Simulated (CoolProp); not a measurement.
Computed with CoolProp (reference Helmholtz-energy equation of state, Lemmon 2016).

For R227EA, give the phase and the density (kg/m³), cp (kJ/(kg K)), viscosity (µPa s), Prandtl number at -100.35 °C and 86.3 bar; -81.75 °C and 86.3 bar; -26.15 °C and 86.3 bar.


- -100.35 °C and 86.3 bar: liquid; density 1820, cp 0.946, viscosity 1770, Prandtl number 18.7
- -81.75 °C and 86.3 bar: liquid; density 1770, cp 0.969, viscosity 1230, Prandtl number 13.7
- -26.15 °C and 86.3 bar: liquid; density 1610, cp 1.04, viscosity 535, Prandtl number 7.35

Viscosity comes from a separate model (Huber 2003), an estimate that may be off by 10 % or more. Thermal conductivity comes from a separate model (Huber 2003), an estimate that may be off by 10 % or more.
